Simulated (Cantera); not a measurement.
Charge: 1 mol SiF₄, 0.17 mol O₃, 0.41 mol H₂, held at 1.33 mbar.

Method: chemical equilibrium by Gibbs-energy minimisation in Cantera with the NASA 1993 tables (ideal gas, pure condensed phases). Candidate condensed phases: H₂O, Si, SiO₂; 38 gas species. Equilibrium is a limit: real reactors are often held back by kinetics, nucleation or transport.

At 973 K, list the 4 most abundant gas species with their mole fractions, and the condensed phases.

SiF₄ 0.497, HF 0.446, O₂ 0.0304, H₂O 0.0264. Condensed: SiO₂(β-quartz).
